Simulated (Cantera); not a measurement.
# Diamond growth

A diamond (100) surface in a fixed gas of H2 with x(CH4) = 0.0035, x(H) = 0.0006, at 1325 K, 0.0260 bar; coverages are run to steady state.

Model: the Harris–Goodwin 1993 mechanism for the reconstructed diamond (100) surface, integrated in Cantera.

```tsv
x(CH3)	growth (µm/h)	θ c6HH	θ c6H*	θ c6*H	θ c6**	θ c6HM
1e-06	0.00113	0.453	0.0466	0.478	0.0227	5.15e-7
2.5e-06	0.00282	0.453	0.0466	0.478	0.0227	1.29e-6
6.2e-06	0.00699	0.453	0.0466	0.478	0.0227	3.19e-6
1.5e-05	0.0169	0.453	0.0466	0.478	0.0226	7.72e-6
3.8e-05	0.0427	0.453	0.0466	0.478	0.0226	1.95e-5
9.4e-05	0.105	0.452	0.0466	0.478	0.0224	4.83e-5
0.00023	0.253	0.452	0.0465	0.477	0.0221	0.000118
0.00058	0.615	0.451	0.0464	0.476	0.0213	0.000295
0.0014	1.37	0.450	0.0462	0.474	0.0196	0.000699
```
θ: site fractions in the mechanism's names (c6HH fully hydrogenated, c6H* and c6*H radical sites, c6** diradical, c6HM methylated).
